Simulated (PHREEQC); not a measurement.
Copper plating or etch bath: speciation

Make-up at 25 °C: 0.29 mol CuCl2 and 0.00024 mol HCl per kg of water. Closed to the air; pH follows from the charge balance.

Model: ion-association model, wateq4f.dat, run in PHREEQC.

Each row changes one thing in this solution. No solid was allowed to form.

| case | pH | ionic strength (mol/kgw) | Cl- (mol/kgw) | Cu+2 (mol/kgw) | CuCl+ (mol/kgw) | CuCl2 (mol/kgw) | SI of Atacamite (Cu2(OH)3Cl) | SI of Tenorite (CuO) |
|---|---|---|---|---|---|---|---|---|
| as made | 3.71 | 0.721 | 0.503 | 0.218 | 0.0659 | 0.00582 | +0.64 | -1.52 |
| diluted 5-fold with water | 4.21 | 0.163 | 0.110 | 0.0524 | 0.00537 | ___ | +0.72 | -0.93 |
| HCl left out | 4.09 | 0.721 | 0.502 | 0.218 | 0.0658 | 0.00581 | +1.79 | -0.75 |
| HCl from 0.00024 to 0.00048 mol/kgw | 3.44 | 0.721 | 0.503 | 0.218 | 0.0659 | 0.00582 | ___ | -2.06 |
| diluted 10-fold with water | 4.41 | 0.0835 | 0.0562 | 0.0272 | 0.00172 | 3.11e-5 | +0.64 | -0.75 |
| diluted 100-fold with water | 5.01 | 0.00864 | 0.00577 | 0.00286 | 3.07e-5 | 7.81e-8 | -0.01 | -0.31 |
| HCl from 0.00024 to 0.0024 mol/kgw | 2.74 | 0.723 | 0.505 | 0.218 | 0.0660 | 0.00585 | -2.25 | -3.45 |
| HCl replaced by NaCl at the same molality | 4.09 | 0.721 | 0.503 | 0.218 | 0.0659 | 0.00582 | +1.79 | -0.75 |

### Question
Some entries are withheld; supply them.

### Answer

- diluted 5-fold with water, CuCl2 (mol/kgw): 0.000164
- HCl from 0.00024 to 0.00048 mol/kgw, SI of Atacamite (Cu2(OH)3Cl): -0.17

The ionic strength passes 0.7 mol/kgw, the rough limit of the ion-association models, in as made; HCl left out; HCl from 0.00024 to 0.00048 mol/kgw; HCl from 0.00024 to 0.0024 mol/kgw; HCl replaced by NaCl at the same molality. Some of these states are supersaturated (in Atacamite, for instance).
